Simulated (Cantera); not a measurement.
A perfectly stirred reactor is fed with CH4 : H2 : N2 = 0.0075 : 1 : 0.00093 (molar parts), at 20.0 Torr; it is held at 2248 K, and followed from long to short residence time.

Detailed kinetics in Cantera: GRI-Mech 3.0 (53 species, 325 reactions). GRI-Mech 3.0 stops at C3 and has no aromatics, soot or wall deposition, so with more carbon than oxygen in the feed, carbon stays in small species such as C2H2 where larger ones or solid carbon would form. Radical loss at walls, strong at low pressure, is not modelled.

Q: What does this change do: H2 1 to 0.68 parts?

A: 
```csv
quantity,before,after
x(CH4) at τ = 1.10 s,9.96e-5,0.000120
x(H2) at τ = 1.10 s,0.959,0.957
x(CH3) at τ = 1.10 s,7.16e-5,8.65e-5
x(C2H2) at τ = 1.10 s,0.00353,0.00517
x(C2H) at τ = 1.10 s,5.29e-6,7.81e-6
x(CH4) at τ = 9.30 ms,0.00371,0.00457
x(H2) at τ = 9.30 ms,0.981,0.977
x(CH3) at τ = 9.30 ms,0.000866,0.00115
x(C2H2) at τ = 9.30 ms,0.00138,0.00249
x(C2H) at τ = 9.30 ms,6.70e-7,1.31e-6
```
